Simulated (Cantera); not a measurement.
An adiabatic, constant-volume homogeneous reactor starts with 6.23 % C3H8, 18.3 % O2, 69.2 % N2, 6.23 % CO2, at 1775 K and 100000 Pa.

Cantera simulation using GRI-Mech 3.0 (53 species, 325 reactions); the numbers are that mechanism's predictions, not measurements. GRI-Mech 3.0 was tuned for natural gas; its chemistry of propane as a main component is partial and can be far from experiment.

Task: Predict: time of steepest temperature rise; temperature at 5.00 s; equilibrium temperature; x(O2) at 5.00 s; x(CO2) at 5.00 s; x(O) at 5.00 s.

Result: 
| Quantity | Value |
|---|---|
| time of steepest temperature rise | 14.9 µs |
| temperature at 5.00 s | 2947 K |
| equilibrium temperature | 2947 K |
| x(O2) at 5.00 s | 0.00291 (gas-phase equilibrium 0.00291) |
| x(CO2) at 5.00 s | 0.0446 (gas-phase equilibrium 0.0446) |
| x(O) at 5.00 s | 0.00358 (gas-phase equilibrium 0.00358) |
